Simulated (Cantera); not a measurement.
Input: 1 mol Cr, 8.8 mol N2O, 28 mol H2, equilibrated at 2548.15 K and 100 Torr.

Cantera equilibrium calculation (NASA polynomials, part measured and part estimated; ideal gas, pure solids and liquids). Equilibrium is a limit: real reactors are often held back by kinetics, nucleation or transport.

```tsv
species	before	after
N2	0.225	0.591
H2O	0.209	0.162
O2	8.06e-5	0.128
H2	0.476	0.00924
NO	0.000262	0.0169
Cr	0.0166	0.000284
O	0.000450	0.0179
CrO2	0.00108	0.0295
H	0.0585	0.00815
OH	0.00561	0.0312
CrO3	5.67e-7	0.000615
CrO	0.00788	0.00536
Cr2O3(s), mol	0	0.238
```
Gas species are given as mole fractions.

Problem. Name the change that produced these shifts.
A) H2 from 28 to 2.8 mol
B) temperature from 2548.15 K to 2348 K
C) N2O from 8.8 to 13 mol
D) N2O from 8.8 to 0.81 mol

Solution. A, H2 from 28 to 2.8 mol. Gases not in the tables: CrO2(OH)2
